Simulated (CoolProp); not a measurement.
n-perfluorobutane along the isobar 9.71 bar: Z from the reference equation and from simpler models built on Tc = 386.3 K, pc = 23.22 bar, ω = 0.372; each cubic takes its own stable root.

The numbers come from the reference Helmholtz-energy equation of state, Gao 2022 in CoolProp.

```csv
T (K),phase,reference,Pitzer virial,van der Waals,Soave-Redlich-Kwong,Peng-Robinson
374,gas,0.8220,0.8346,0.8456,0.8173,0.8017
381.6,gas,0.8370,0.8463,0.8544,0.8326,0.8173
389.2,gas,0.8504,0.8571,0.8625,0.8463,0.8313
396.8,gas,0.8622,0.8670,0.8699,0.8586,0.8439
404.4,gas,0.8729,0.8760,0.8768,0.8696,0.8552
412,gas,0.8824,0.8844,0.8831,0.8797,0.8656
419.6,gas,0.8911,0.8921,0.8890,0.8888,0.8750
427.2,gas,0.8990,0.8992,0.8945,0.8971,0.8836
434.8,gas,0.9063,0.9058,0.8996,0.9048,0.8915
442.4,gas,0.9129,0.9119,0.9044,0.9118,0.8988
450,gas,0.9190,0.9176,0.9089,0.9183,0.9056
```
